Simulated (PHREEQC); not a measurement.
A solution holds 0.0086 mol/kgw HBr, 0.0012 mol/kgw CuSO4 and 0.00045 mol/kgw CuCl2, at 67 °C. Closed to the air; pH follows from the charge balance.

The numbers come from PHREEQC with the ion-association model, wateq4f.dat.

No solid was allowed to form.

Task: Estimate the pH, ionic strength.

Result: pH 2.15; ionic strength 0.0131 mol/kgw.

Task: In which forms is Cl present?

Result: Cl- 98 %, CuCl+ 1.6 % of the Cl.

Away from 25 °C the constants follow the database's enthalpies or fits; those with neither stay at their 25 °C values.
